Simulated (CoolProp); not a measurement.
A single-stage vapour-compression cycle with fluoroethane (R161): evaporating at 208.15 K (dew point), condensing at 245.15 K (bubble point), superheat 8 K, subcooling 2 K, compressor efficiency 0.75, no pressure losses. Each further row changes one setting.

Values from CoolProp's reference Helmholtz-energy equation of state, Wu 2012.

```
case                              cooling COP  pressure ratio  discharge temperature (K)  refrigerating effect (kJ/kg)  volumetric capacity (kJ/m³)
--------------------------------  -----------  --------------  -------------------------  ----------------------------  ---------------------------
as stated                                   …            6.52                      312.4                           393                          251
evaporating temperature 213.15 K         4.42               …                          …                           398                          335
condensing temperature 240.15 K             …               …                          …                           403                          257
subcooling 7 K                           3.75            6.52                      312.4                           403                          257
superheat 18 K                           3.59            6.52                          …                           403                          246
compressor efficiency 0.65                  …            6.52                      324.9                           393                          251
```

Problem. Complete the blanks.

Solution. 
- as stated, cooling COP: 3.65
- evaporating temperature 213.15 K, pressure ratio: 4.84
- evaporating temperature 213.15 K, discharge temperature (K): 302.6
- condensing temperature 240.15 K, cooling COP: 4.30
- condensing temperature 240.15 K, pressure ratio: 5.26
- condensing temperature 240.15 K, discharge temperature (K): 301.1
- superheat 18 K, discharge temperature (K): 323.8
- compressor efficiency 0.65, cooling COP: 3.17
